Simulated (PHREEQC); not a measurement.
Synthetic water in mg/kgw, 25 °C, pH 6.22, pe 9.7: Na 200; K 74.9; Ca 73; Mg 52.5; Cl 165; S(6) as SO4 347; Alkalinity as HCO3 416; Cu(2) 1.92; Sr 2.3.

Valence states are taken as typed.

Model: ion-association model, wateq4f.dat, run in PHREEQC.

This is a speciation only: nothing precipitates in the calculation.

Problem. Order these Ca species by the share of Ca that they hold, largest first: CaSO4, CaHCO3+, Ca+2.

Solution. Ca+2 (81 %), CaSO4 (15 %), CaHCO3+ (3.9 %)

Problem. Order these Cu species by the share of Cu that they hold, largest first: Cu+2, CuHCO3+, Cu(OH)2, CuCO3, CuSO4.

Solution. CuHCO3+ (42 %), CuCO3 (30 %), Cu+2 (22 %), CuSO4 (4.2 %), Cu(OH)2 (0.73 %)

The pH is 6.22 and the ionic strength 0.0232 mol/kgw. The solution is supersaturated, for example in Malachite, so a real one may precipitate; this is no full list.
